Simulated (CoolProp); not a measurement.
Vapour-liquid equilibrium of propylene (1) + cyclohexane (2) at 310.7 K; x and y are mole fractions of (1).

Values from CoolProp's multi-fluid Helmholtz-energy mixture model, Lemmon 2013 and Zhou 2014; pair parameters Bell 2016.

```csv
x,"bubble pressure, mixture model (kPa)","bubble pressure, Raoult's law (kPa)","y, mixture model","y, Raoult's law"
0.05,110.1,99.14,0.800,0.786
0.15,276.3,252.8,0.923,0.925
0.25,432.2,406.4,0.953,0.959
0.35,580.1,560.1,0.967,0.974
0.45,722.3,713.7,0.975,0.983
0.55,861.1,867.4,0.981,0.988
0.65,999.4,1021,0.986,0.992
0.75,1141,1175,0.990,0.995
0.85,1291,1328,0.993,0.997
0.95,1461,1482,0.998,0.999
```

The largest gap from Raoult's law is +11.1 % in bubble pressure, at x = 0.05. No azeotrope shows between x = 0.05 and 0.95.

The pair parameters rest on a limited set of measurements; away from them the model extrapolates. The gap from Raoult's law changes sign with composition, which may be real or a fault of the pair parameters; it wasn't checked against measurements.
